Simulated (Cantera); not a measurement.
Equilibrium for nitride etching: Si3N4 + O2 + H2

Feed: 1 mol Si3N4, 0.86 mol O2, 5.5 mol H2, equilibrated at 4.20 mbar.

Cantera equilibrium calculation (NASA polynomials, part measured and part estimated; ideal gas, pure solids and liquids). Candidate condensed phases: H2O, Si, SiO2, Si2N2O, Si3N4; 35 gas species. Mutual solubility and eutectic melting of coexisting phases are not modelled. The tables' values for SiN are old estimates; treat these amounts as uncertain. The tables hold silica as quartz up to 1696 K and as liquid above; real silica turns to tridymite and cristobalite and melts near 1996 K. Gases not in the tables: Si2H6 and higher silanes. The numbers say what is thermodynamically allowed, not how fast it happens.

At 700 K the condensed part is SiO2(α-quartz) + Si2N2O(s). From 900 K to 1500 K the condensed part is SiO2(β-quartz) + Si2N2O(s). At 1700 K the condensed part is Si2N2O(s). From 1900 K to 2100 K the condensed part is Si(l).

| T (K) | x H2 | x N2 | x SiO | x H | x Si | n SiO2(α-quartz) | n Si2N2O(s) | n SiO2(β-quartz) | n Si(l) |
|---|---|---|---|---|---|---|---|---|---|
| 700 | 0.906 | 0.0944 | <1e-12 | <1e-12 | <1e-12 | 0.147 | 1.43 | 0 | 0 |
| 900 | 0.906 | 0.0944 | <1e-12 | 1.72e-9 | <1e-12 | 0 | 1.43 | 0.147 | 0 |
| 1100 | 0.906 | 0.0944 | 2.88e-9 | 3.80e-7 | <1e-12 | 0 | 1.43 | 0.147 | 0 |
| 1300 | 0.906 | 0.0944 | 1.45e-5 | 1.62e-5 | <1e-12 | 0 | 1.43 | 0.147 | 0 |
| 1500 | 0.897 | 0.0959 | 0.00717 | 0.000257 | 8.47e-9 | 0 | 1.41 | 0.132 | 0 |
| 1700 | 0.824 | 0.108 | 0.0661 | 0.00206 | 0.000123 | 0 | 1.28 | 0 | 0 |
| 1900 | 0.587 | 0.215 | 0.185 | 0.00938 | 0.00300 | 0 | 0 | 0 | 1.25 |
| 2100 | 0.548 | 0.206 | 0.177 | 0.0356 | 0.0318 | 0 | 0 | 0 | 0.946 |
x: gas mole fraction; n: condensed amount in mol.
